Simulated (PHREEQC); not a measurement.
Dissolve 0.0039 mol KNO3 and 0.00027 mol NaOH per kg of water at 33 °C. Closed to the air; pH follows from the charge balance.

Model: ion-association model, phreeqc.dat, run in PHREEQC.

This is a speciation only: nothing precipitates in the calculation.

Task: Estimate the pH.

Result: pH 10.14.

Complexes and solids missing from the database can't appear.
